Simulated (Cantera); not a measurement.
Input: 1 mol Fe, 0.0013 mol H₂S, 67 mol CO, at 10.0 Torr.

Method: chemical equilibrium by Gibbs-energy minimisation in Cantera with the NASA 1993 tables (ideal gas, pure condensed phases). Candidate condensed phases: C, C₆H₆, C₇H₈, C₈H₁₈, Fe, Fe(CO)₅, FeO, Fe(OH)₂, Fe(OH)₃, FeS, FeSO₄, FeS₂, Fe₂O₃, Fe₂(SO₄)₃, Fe₃O₄, H₂O, H₂SO₄, S; 127 gas species. The numbers say what is thermodynamically allowed, not how fast it happens.

### Question
What share of the Fe ends up in condensed phases as a function of T (°C), at 1225, 1250, 1275, 1300, 1325, 1350, 1375, 1400, 1425, 1450, 1475?

### Answer
```tsv
T (°C)	Fe condensed (%)	as
1225	99.9	Fe(γ)
1250	99.9	Fe(γ)
1275	99.8	Fe(γ)
1300	99.7	Fe(γ)
1325	99.5	Fe(γ)
1350	99.2	Fe(γ)
1375	98.7	Fe(γ)
1400	98.0	Fe(δ)
1425	96.9	Fe(δ)
1450	95.4	Fe(δ)
1475	93.2	Fe(δ)
```
